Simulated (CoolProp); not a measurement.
Vapour-liquid equilibrium of carbon dioxide (1) + R143a (2) at 232.2 K; x and y are mole fractions of (1).

Computed with CoolProp (multi-fluid Helmholtz-energy mixture model, Span 1996 and Lemmon and Jacobsen 2000; pair parameters Bell 2016).

| x | bubble pressure, mixture model (bar) | bubble pressure, Raoult's law (bar) | y, mixture model | y, Raoult's law |
|---|---|---|---|---|
| 0.05 | 1.709 | 1.770 | 0.238 | 0.274 |
| 0.125 | 2.334 | 2.396 | 0.479 | 0.506 |
| 0.2 | 3.034 | 3.022 | 0.630 | 0.642 |
| 0.275 | 3.770 | 3.648 | 0.727 | 0.731 |
| 0.35 | 4.507 | 4.274 | 0.792 | 0.794 |
| 0.425 | 5.218 | 4.900 | 0.837 | 0.841 |
| 0.5 | 5.887 | 5.525 | 0.870 | 0.878 |
| 0.575 | 6.510 | 6.151 | 0.896 | 0.907 |
| 0.65 | 7.092 | 6.777 | 0.917 | 0.930 |
| 0.725 | 7.645 | 7.403 | 0.936 | 0.950 |
| 0.8 | 8.184 | 8.029 | 0.952 | 0.966 |
| 0.875 | 8.728 | 8.655 | 0.969 | 0.980 |
| 0.95 | 9.296 | 9.281 | 0.987 | 0.993 |

The largest gap from Raoult's law is +6.6 % in bubble pressure, at x = 0.5. No azeotrope shows between x = 0.05 and 0.95.

Pair parameters are fitted to limited data, so mixtures are less certain than the pure fluids. The gap from Raoult's law changes sign with composition, which may be real or a fault of the pair parameters; it wasn't checked against measurements.
